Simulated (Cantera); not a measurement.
Input (Python, Cantera) and output of one run.

```python
import numpy as np
import cantera as ct

gas_names = """
    B BF BF2 BF3 BH BHF2 BH2 BH3 BO BOF BOF2 BO2 B2 B2O B2O2 B2O3 B3O3F3 B3O3H3 F FO FO2 F2 F2O H HBO
    HBO2 HF HOF HO2 H2 H2F2 H2O H2O2 H3B3O6 H3F3 H4F4 H5F5 H6F6 H7F7 O OH O2 O3
""".split()
cond_names = """
    B(b) B(L) B2O3(L) B3O3H3(cr) H2O(s) H2O(L)
""".split()


# ... load() reads the species with a 1 bar reference pressure and builds the phases ...
atoms = {
    'BF3': {'B': 1, 'F': 3},
    'H2O': {'H': 2, 'O': 1},
    'O2': {'O': 2},
}
top_T = {}  # K; cautious upper limits of use, not melting points


# ... equilibrate(T, P, feed) seeds the gas with the atoms and calls Mixture.equilibrate('TP', solver="vcs", rtol=1e-11, max_steps=5000) ...
results = []
feed = {'BF3': 1, 'H2O': 0.089, 'O2': 0.025}  # mol
P = 390  # Pa
for T in [1275, 1375, 1475, 1575, 1675, 1775, 1875, 1975, 2075, 2175]:
    mix = equilibrate(T, P, feed)
    results.append((T, P, feed, dict(zip(mix.species_names, mix.species_moles))))

top = {s: max(r[3][s] / sum(r[3][g] for g in gas_names) for r in results) for s in gas_names}
cols = sorted((s for s in top if top[s] > 1e-06), key=lambda s: -top[s])[:9]
seen = [c for c in cond_names if any(r[3].get(c, 0) > 1e-12 for r in results)]
print("log10 of partial pressures in bar; condensed amounts in mol")
print(f"{'T/K':>10s}" + "".join(f"{s[:9]:>10s}" for s in cols + seen))
for T, P, feed, n in results:
    ng = sum(n[g] for g in gas_names)
    print(f"{T:10.4g}" + "".join(f"{np.log10(max(n[s] / ng * P / 1e5, 1e-99)):10.3f}" for s in cols)
          + "".join(f"{n.get(c, 0):10.4g}" for c in seen))
```

It prints:

```
log10 of partial pressures in bar; condensed amounts in mol
       T/K       BF3        HF       BOF         F        O2         O    B3O3F3       H2O       BF2
      1275    -2.526    -3.247    -3.597    -9.577    -4.089    -8.996    -5.014    -5.171   -10.401
      1375    -2.529    -3.241    -3.544    -8.560    -4.091    -8.242    -6.481    -5.801    -9.550
      1475    -2.530    -3.239    -3.541    -7.657    -4.092    -7.588    -7.871    -6.396    -8.836
      1575    -2.530    -3.239    -3.540    -6.867    -4.092    -7.017    -9.088    -6.919    -8.214
      1675    -2.530    -3.239    -3.540    -6.172    -4.094    -6.513   -10.155    -7.380    -7.667
      1775    -2.530    -3.239    -3.539    -5.556    -4.098    -6.068   -11.096    -7.787    -7.182
      1875    -2.531    -3.240    -3.534    -5.010    -4.112    -5.675   -11.923    -8.148    -6.745
      1975    -2.535    -3.242    -3.522    -4.531    -4.150    -5.334   -12.639    -8.463    -6.343
      2075    -2.542    -3.246    -3.494    -4.124    -4.247    -5.057   -13.233    -8.731    -5.960
      2175    -2.556    -3.253    -3.449    -3.804    -4.481    -4.878   -13.710    -8.954    -5.569
```

Cantera equilibrium calculation (NASA polynomials, part measured and part estimated; ideal gas, pure solids and liquids). The tables' values for BF2 are old estimates; treat these amounts as uncertain.
